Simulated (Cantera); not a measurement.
Charge: 1 mol SiCl4, 4.7 mol HCl, 38 mol H2, held at 1.80 bar.

These are equilibrium values from Cantera (NASA tables, ideal gas, pure condensed phases), not measurements of a reactor. Candidate condensed phases: Si; 19 gas species. The tables' values for SiCl3 are old estimates; treat these amounts as uncertain. Equilibrium is a limit: real reactors are often held back by kinetics, nucleation or transport. All values below are at 1048 K.

Base state: H2 0.868, HCl 0.109, SiCl4 0.0211, SiHCl3 0.00171, SiCl3 4.30e-5, SiH2Cl2 1.58e-5 (mole fractions); condensed: gas only.

Question: What changes in the equilibrium state with this change: pressure from 1.80 bar to 0.00130 bar?

Answer: 
| species | before | after |
|---|---|---|
| H2 | 0.868 | 0.864 |
| HCl | 0.109 | 0.114 |
| SiCl4 | 0.0211 | 0.0183 |
| SiCl2 | 1.60e-6 | 0.00177 |
| SiCl3 | 4.30e-5 | 0.00133 |

Question: What changes in the equilibrium state with this change: SiCl4 replaced by Si3H8?

Answer: 
```
species      before    after
----------  -------  -------
H2            0.868    0.963
SiHCl3      0.00171   0.0135
SiCl4        0.0211   0.0123
HCl           0.109  0.00894
SiH3Cl      3.80e-8  5.53e-5
SiH2Cl2     1.58e-5  0.00170
Si(s), mol        0     1.73
```
The feed counts by its element totals alone.
